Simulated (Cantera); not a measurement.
Gas-phase reforming

An isothermal, constant-pressure homogeneous reactor starts with 56.8 % CH₄, 43.2 % CO₂, at 2075 K and 420000 Pa.

Cantera simulation using GRI-Mech 3.0 (53 species, 325 reactions); the numbers are that mechanism's predictions, not measurements.

```csv
t (s),x CH₄,x CO₂,x HCO,x HO₂,x C₂H₂,x CH₃
6.00e-6,0.459,0.410,3.13e-6,1.07e-11,0.00542,0.0159
2.22e-5,0.255,0.330,1.76e-6,2.78e-11,0.0727,0.00897
8.23e-5,0.106,0.212,6.58e-7,4.48e-11,0.136,0.00387
0.000305,0.0312,0.0709,3.92e-7,4.40e-11,0.152,0.00138
0.00113,0.0168,0.0277,3.92e-7,2.06e-11,0.123,0.000737
0.00418,0.0113,0.0138,4.38e-7,4.03e-12,0.0777,0.000440
0.0155,0.00588,0.00391,4.95e-7,<1e-12,0.0451,0.000212
0.0574,0.00315,0.000266,5.21e-7,<1e-12,0.0332,0.000110
0.213,0.00289,2.05e-6,5.23e-7,<1e-12,0.0324,0.000101
0.787,0.00289,2.00e-6,5.23e-7,<1e-12,0.0324,0.000101
2.92,0.00289,2.00e-6,5.23e-7,<1e-12,0.0324,0.000101
10.8,0.00289,2.00e-6,5.23e-7,<1e-12,0.0324,0.000101
40.0,0.00289,2.00e-6,5.23e-7,<1e-12,0.0324,0.000101
```
x: mole fraction; the columns are a selection and need not sum to one.

Equilibrium at this temperature and pressure: CH₄ 0.00289, CO₂ 2.01e-6, HCO 5.23e-7, HO₂ <1e-12, C₂H₂ 0.0324, CH₃ 0.000101 (gas phase only).
